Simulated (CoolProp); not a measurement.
m-xylene along the isotherm 277.35 °C: fugacity coefficient from the reference equation and from simpler models built on Tc = 343.7 °C, pc = 35.35 bar, ω = 0.326; each cubic takes its own stable root.

Values from CoolProp's reference Helmholtz-energy equation of state, Zhou 2012.

```csv
p (bar),phase,reference,van der Waals,Redlich-Kwong,Soave-Redlich-Kwong,Peng-Robinson
22.1,liquid,0.5401,0.7519,0.6359,0.5598,0.5434
44.2,liquid,0.2944,0.4357,0.3546,0.3103,0.2977
66.3,liquid,0.2135,0.3334,0.2622,0.2285,0.2167
88.4,liquid,0.1740,0.2853,0.2172,0.1886,0.1770
110,liquid,0.1514,0.2599,0.1918,0.1662,0.1543
133,liquid,0.1362,0.2448,0.1750,0.1512,0.1390
155,liquid,0.1265,0.2374,0.1646,0.1419,0.1292
177,liquid,0.1198,0.2344,0.1578,0.1358,0.1224
```
